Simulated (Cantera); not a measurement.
Charge: 1 mol AlI3, 0.6 mol N2O, 130 mol H2, held at 2175 K and 1800 Pa.

Equilibrium computed with Cantera from the NASA thermochemical tables; the gas is ideal and each condensed phase is pure. The tables' values for AlOH are old estimates; treat these amounts as uncertain. Kinetics and transport are ignored.

```json
[
 {"species": "H2", "before": "0.934", "after": "0.958"},
 {"species": "H", "before": "0.0352", "after": "0.0356"},
 {"species": "I", "before": "0.0189", "after": "0.00329"},
 {"species": "N2", "before": "0.00440", "after": "0.000724"},
 {"species": "Al", "before": "0.00199", "after": "0.000854"},
 {"species": "AlI", "before": "0.00211", "after": "0.000157"},
 {"species": "Al2O", "before": "0.000741", "after": "7.04e-5"},
 {"species": "HI", "before": "0.000975", "after": "0.000172"},
 {"species": "AlO", "before": "1.07e-5", "after": "2.37e-6"},
 {"species": "AlOH", "before": "0.000134", "after": "3.01e-5"},
 {"species": "AlH", "before": "5.07e-5", "after": "2.20e-5"},
 {"species": "Al2O3(s), mol", "before": "0.106", "after": "0"}
]
```
Gas species are given as mole fractions.

### Question
What was changed between the two runs?
A) pressure from 1800 Pa to 17000 Pa
B) H2 from 130 to 1.2 mol
C) H2 from 130 to 810 mol
D) N2O from 0.6 to 9 mol

### Answer
C, H2 from 130 to 810 mol
